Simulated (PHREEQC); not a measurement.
A solution holds 63 mmol/kgw NaHCO3, 0.085 mmol/kgw Na2CO3 and 24 mmol/kgw NaCl, at 25 °C and 10 atm. Closed to the air; pH follows from the charge balance.

The numbers come from PHREEQC with the ion-association model, phreeqc.dat.

No solid was allowed to form.

**Question.** Order these C species by the share of C that they hold, largest first: CO2, NaHCO3, NaCO3-, HCO3-, CO3-2.

**Answer.** HCO3- (94 %), NaHCO3 (2.8 %), CO2 (1.5 %), CO3-2 (0.98 %), NaCO3- (0.63 %)

The pH is 8.05 and the ionic strength 0.0856 mol/kgw.
